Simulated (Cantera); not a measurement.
## Ignition delay

Mixture: CH4 : H2 : O2 : N2 : H2O = 1.9 : 0.35 : 4.94 : 17.3 : 2 (molar parts), at 840000 Pa, adiabatic and at constant pressure. Ignition delay is the time to a rise of 400 K.

Detailed kinetics in Cantera: GRI-Mech 3.0 (53 species, 325 reactions).

```json
[
 {"T0 (K)": "1100", "delay (ms)": "3.60"},
 {"T0 (K)": "1200", "delay (ms)": "1.09"},
 {"T0 (K)": "1300", "delay (ms)": "0.453"},
 {"T0 (K)": "1400", "delay (ms)": "0.208"},
 {"T0 (K)": "1500", "delay (ms)": "0.0981"},
 {"T0 (K)": "1600", "delay (ms)": "0.0474"},
 {"T0 (K)": "1700", "delay (ms)": "0.0238"}
]
```

| Property | Result |
|---|---|
| apparent activation energy between 1500 and 1700 K | 150 kJ/mol |
